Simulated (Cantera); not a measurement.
Mixture: CO : H2 : O2 : N2 : H2O = 1 : 0.11 : 0.37 : 1.39 : 0.74 (molar parts), at 8250 Torr, adiabatic and at constant pressure. Ignition delay is the time to a rise of 400 K.

Cantera simulation using GRI-Mech 3.0 (53 species, 325 reactions); the numbers are that mechanism's predictions, not measurements. The hydrogen kinetics of GRI-Mech 3.0 are dated; newer H2 mechanisms differ, most at raised pressure.

Problem. What does this change do: constant volume in place of constant pressure?

Solution. 
```
quantity                                                before       after
--------------------------------------------------  ----------  ----------
delay at 1300 K                                        44.3 µs     40.2 µs
delay at 1350 K                                        23.9 µs     21.8 µs
delay at 1400 K                                        14.0 µs     12.8 µs
delay at 1450 K                                        9.04 µs     8.26 µs
delay at 1500 K                                        6.39 µs     5.82 µs
delay at 1550 K                                        4.86 µs     4.40 µs
apparent activation energy between 1450 and 1550 K  120 kJ/mol  120 kJ/mol
```

Problem. What does this change do: pressure from 8250 Torr to 7500 Torr?

Solution. 
```csv
quantity,before,after
delay at 1300 K,44.3 µs,43.8 µs
delay at 1350 K,23.9 µs,23.6 µs
delay at 1400 K,14.0 µs,14.0 µs
delay at 1450 K,9.04 µs,9.22 µs
delay at 1500 K,6.39 µs,6.64 µs
delay at 1550 K,4.86 µs,5.12 µs
apparent activation energy between 1450 and 1550 K,120 kJ/mol,110 kJ/mol
```
